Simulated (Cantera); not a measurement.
# Chemical vapour transport: MgO + I₂

Feed: 1 mol MgO, 0.037 mol I₂, equilibrated at 0.100 bar.

Cantera equilibrium calculation (NASA polynomials, part measured and part estimated; ideal gas, pure solids and liquids). Candidate condensed phases: I₂, Mg, MgI₂, MgO; 10 gas species. Kinetics and transport are ignored.

From 725 K to 1475 K the condensed part is MgO(s).

```tsv
T (K)	x I₂	x I	x MgI₂	x O₂	x O	n MgO(s)
725	0.995	0.00530	<1e-12	4.60e-10	<1e-12	1.00
800	0.983	0.0173	3.62e-12	1.28e-12	<1e-12	1.00
875	0.954	0.0458	2.11e-11	5.65e-10	<1e-12	1.00
950	0.898	0.102	1.15e-9	5.73e-10	<1e-12	1.00
1025	0.803	0.197	1.07e-8	5.35e-9	<1e-12	1.00
1100	0.667	0.333	6.92e-8	3.46e-8	1.47e-12	1.00
1175	0.504	0.496	3.25e-7	1.62e-7	1.86e-11	1.00
1250	0.343	0.657	1.15e-6	5.74e-7	1.66e-10	1.00
1325	0.212	0.788	3.20e-6	1.60e-6	1.10e-9	1.00
1400	0.124	0.876	7.41e-6	3.70e-6	5.76e-9	1.00
1475	0.0705	0.929	1.49e-5	7.46e-6	2.48e-8	1.000
```
x: gas mole fraction; n: condensed amount in mol.
